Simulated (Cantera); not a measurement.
**Low-pressure radical oxidation in H2/O2**

An isothermal, constant-pressure homogeneous reactor starts with 0.312 % H₂, 31.2 % O₂, 68.5 % N₂, at 1473 K and 3.15 Torr.

Computed with Cantera and GRI-Mech 3.0 (53 species, 325 reactions). Radical loss at walls, strong at low pressure, is not modelled.

```json
[
 {"t (s)": "0.000100", "x H₂": "0.00312", "x O₂": "0.312", "x O": "4.80e-10", "x HO₂": "1.87e-9", "x N₂O": "<1e-12", "x NO": "<1e-12", "x H₂O": "7.32e-12"},
 {"t (s)": "0.000242", "x H₂": "0.00312", "x O₂": "0.312", "x O": "2.20e-9", "x HO₂": "4.51e-9", "x N₂O": "<1e-12", "x NO": "<1e-12", "x H₂O": "8.51e-11"},
 {"t (s)": "0.000585", "x H₂": "0.00312", "x O₂": "0.312", "x O": "8.35e-9", "x HO₂": "1.09e-8", "x N₂O": "<1e-12", "x NO": "<1e-12", "x H₂O": "8.39e-10"},
 {"t (s)": "0.00141", "x H₂": "0.00312", "x O₂": "0.312", "x O": "2.83e-8", "x HO₂": "2.63e-8", "x N₂O": "<1e-12", "x NO": "<1e-12", "x H₂O": "7.04e-9"},
 {"t (s)": "0.00342", "x H₂": "0.00312", "x O₂": "0.312", "x O": "1.12e-7", "x HO₂": "6.30e-8", "x N₂O": "<1e-12", "x NO": "<1e-12", "x H₂O": "6.02e-8"},
 {"t (s)": "0.00827", "x H₂": "0.00311", "x O₂": "0.312", "x O": "8.90e-7", "x HO₂": "1.49e-7", "x N₂O": "1.84e-12", "x NO": "<1e-12", "x H₂O": "8.10e-7"},
 {"t (s)": "0.0200", "x H₂": "0.00302", "x O₂": "0.311", "x O": "6.06e-5", "x HO₂": "2.74e-7", "x N₂O": "9.33e-12", "x NO": "5.46e-12", "x H₂O": "6.54e-5"},
 {"t (s)": "0.0484", "x H₂": "4.34e-5", "x O₂": "0.309", "x O": "0.00265", "x HO₂": "3.74e-8", "x N₂O": "6.96e-10", "x NO": "1.51e-9", "x H₂O": "0.00274"},
 {"t (s)": "0.117", "x H₂": "1.18e-5", "x O₂": "0.309", "x O": "0.00273", "x HO₂": "3.26e-8", "x N₂O": "3.00e-9", "x NO": "8.12e-9", "x H₂O": "0.00283"},
 {"t (s)": "0.283", "x H₂": "1.17e-5", "x O₂": "0.309", "x O": "0.00271", "x HO₂": "3.25e-8", "x N₂O": "5.82e-9", "x NO": "2.50e-8", "x H₂O": "0.00283"},
 {"t (s)": "0.684", "x H₂": "1.14e-5", "x O₂": "0.309", "x O": "0.00265", "x HO₂": "3.21e-8", "x N₂O": "7.33e-9", "x NO": "6.71e-8", "x H₂O": "0.00283"},
 {"t (s)": "1.65", "x H₂": "1.09e-5", "x O₂": "0.309", "x O": "0.00251", "x HO₂": "3.13e-8", "x N₂O": "7.52e-9", "x NO": "1.66e-7", "x H₂O": "0.00284"},
 {"t (s)": "4.00", "x H₂": "9.66e-6", "x O₂": "0.309", "x O": "0.00222", "x HO₂": "2.94e-8", "x N₂O": "7.63e-9", "x NO": "3.85e-7", "x H₂O": "0.00286"}
]
```
x: mole fraction; the columns are a selection and need not sum to one.

Equilibrium at this temperature and pressure: H₂ 1.13e-7, O₂ 0.310, O 2.41e-5, HO₂ 9.56e-9, N₂O 4.56e-9, NO 0.00122, H₂O 0.00310 (gas phase only).
